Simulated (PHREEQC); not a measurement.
Consider water at 20 °C with 180 mmol/kgw ZnCl2, 0.23 mmol/kgw NaCl and 5.4 mmol/kgw H2SO4. Closed to the air; pH follows from the charge balance.

Model: ion-association model, phreeqc.dat, run in PHREEQC.

Each row changes one thing in this solution. No solid was allowed to form.

| case | pH | ionic strength (mol/kgw) | ZnCl2 (mol/kgw) | ZnSO4 (mol/kgw) | SO4-2 (mol/kgw) | ZnCl3- (mol/kgw) | SI of Halite (NaCl) | SI of Zn(OH)2(e) (Zn(OH)2) |
|---|---|---|---|---|---|---|---|---|
| as made | 2.10 | 0.485 | 0.00296 | 0.00286 | 0.00205 | 0.00117 | -6.02 | -8.79 |
| H2SO4 from 0.0054 to 0.00486 mol/kgw | 2.14 | 0.484 | 0.00296 | 0.00260 | 0.00186 | 0.00118 | -6.02 | -8.70 |
| 0.044 mol/kgw KCl added | 2.10 | 0.523 | 0.00347 | 0.00270 | 0.00211 | 0.00156 | -5.97 | -8.81 |
| 0.0098 mol/kgw CaSO4 added | 2.13 | 0.504 | 0.00283 | 0.00745 | 0.00567 | 0.00113 | -6.02 | -8.75 |
| NaCl from 0.00023 to 0.000207 mol/kgw | 2.10 | 0.485 | 0.00296 | 0.00286 | 0.00205 | 0.00117 | -6.06 | -8.79 |
| H2SO4 replaced by MnSO4 at the same molality | 4.88 | 0.488 | 0.00292 | 0.00304 | 0.00220 | 0.00116 | -6.02 | -3.23 |

Complexes and solids missing from the database can't appear.
